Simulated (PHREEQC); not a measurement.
0.014 g of hydrous ferric oxide (600 m²/g; 0.2 weak and 0.005 strong sites per Fe, Dzombak-Morel constants, diffuse double layer) in 1 kg of water with 0.05 mol/kgw of an inert sodium salt and 6.6e-06 mol/kgw CaCl2, at 25 °C; the pH is set by adding NaOH or the inert anion's acid. Oxygen is held at 0.21 atm. The system is closed to CO2. Precipitation was switched off in this run.

The series has 13 steps of pH, from 4 to 12.

The numbers come from PHREEQC with the ion-association model, wateq4f.dat.

### Question
Near which pH is half of the Ca sorbed, and on which side is more sorbed?

### Answer
Near pH 9.7, with more sorbed at higher pH.

Complexes and solids missing from the database can't appear.
